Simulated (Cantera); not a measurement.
## MgO + N₂ (sublimation and decomposition of ceramics)

Input: 1 mol MgO, 3.3 mol N₂, held at 350 Pa.

Equilibrium computed with Cantera from the NASA thermochemical tables; the gas is ideal and each condensed phase is pure. Candidate condensed phases: Mg, MgO; 27 gas species. Ions and electrons are included (thermal ionisation). The numbers say what is thermodynamically allowed, not how fast it happens.

From 1727 °C to 1977 °C the condensed part is MgO(s). From 2227 °C to 4727 °C nothing is condensed. The main Mg-bearing gas is Mg throughout.

```csv
T (°C),x N₂,x N,x Mg,x O,x O₂,x Mg+,x e-,x NO,n MgO(s)
1727,0.998,1.52e-8,0.00118,0.000203,0.000321,2.08e-9,2.08e-9,0.000337,0.996
1977,0.953,3.69e-7,0.0279,0.00601,0.00930,1.38e-7,1.38e-7,0.00326,0.902
2227,0.663,4.02e-6,0.197,0.0611,0.0621,3.00e-6,3.00e-6,0.0115,0
2477,0.640,3.25e-5,0.193,0.126,0.0279,1.68e-5,1.68e-5,0.0113,0
2727,0.626,0.000186,0.190,0.167,0.00759,7.12e-5,7.12e-5,0.00809,0
2977,0.622,0.000823,0.189,0.180,0.00182,0.000245,0.000245,0.00522,0
3227,0.620,0.00295,0.188,0.184,0.000488,0.000710,0.000710,0.00343,0
3477,0.614,0.00890,0.186,0.185,0.000152,0.00179,0.00179,0.00234,0
3727,0.601,0.0233,0.182,0.184,5.36e-5,0.00402,0.00402,0.00165,0
3977,0.574,0.0536,0.174,0.181,2.08e-5,0.00814,0.00814,0.00118,0
4227,0.524,0.110,0.161,0.175,8.63e-6,0.0150,0.0150,0.000832,0
4477,0.444,0.201,0.140,0.164,3.71e-6,0.0251,0.0251,0.000568,0
4727,0.335,0.325,0.113,0.151,1.62e-6,0.0382,0.0382,0.000365,0
```
x: gas mole fraction; n: condensed amount in mol.
